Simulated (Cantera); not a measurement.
What does this Cantera script print?

```python
import numpy as np
import cantera as ct

gas_names = """
    CL2 Fe2CL6
""".split()
cond_names = """
    FeCL2(s) FeCL2(L)
""".split()


# ... load() reads the species with a 1 bar reference pressure and builds the phases ...
species = {s.name: s for s in load("nasa_gas.yaml", gas_names) + load("nasa_condensed.yaml", cond_names)}
# Each term lists the table entries of one substance; the one whose range holds T is used.
reactions = {
    '2 FeCl2 + Cl2(g) = Fe2Cl6(g)':
        [(-2, ['FeCL2(s)', 'FeCL2(L)']), (-1, ['CL2']), (1, ['Fe2CL6'])],
}


def pick(names, T):
    return next(species[n] for n in names if species[n].thermo.min_temp <= T <= species[n].thermo.max_temp)


results = []
for label, terms in reactions.items():
    print(label)
    print("     T/K   dH/kJ  dS/(J/K)   dG/kJ   log10 K")
    for T in [300, 900, 1050, 1200, 1350, 1500]:
        used = [(nu, pick(names, T)) for nu, names in terms]
        dH = sum(nu * s.thermo.h(T) for nu, s in used) / 1e6
        dS = sum(nu * s.thermo.s(T) for nu, s in used) / 1e3
        dG = dH - T * dS / 1e3
        logK = -dG * 1e6 / (ct.gas_constant * T * np.log(10))
        results.append((label, T, dH, dS, dG, logK, [s.name for _, s in used]))
        print(f"{T:8g} {dH:8.1f} {dS:8.1f} {dG:8.1f} {logK:8.2f}")
```

Result:

```
2 FeCl2 + Cl2(g) = Fe2Cl6(g)
     T/K   dH/kJ  dS/(J/K)   dG/kJ   log10 K
     300     29.3     77.9      5.9    -1.03
     900     16.1     55.3    -33.7     1.95
    1050    -77.3    -42.7    -32.4     1.61
    1200    -86.2    -50.7    -25.4     1.11
    1350    -95.2    -57.7    -17.2     0.67
    1500   -104.1    -64.0     -8.1     0.28
```

Standard-state values (1 bar) from the NASA 1993 polynomials, evaluated with Cantera. Condensed species are held in their standard states even where they would react or evaporate.
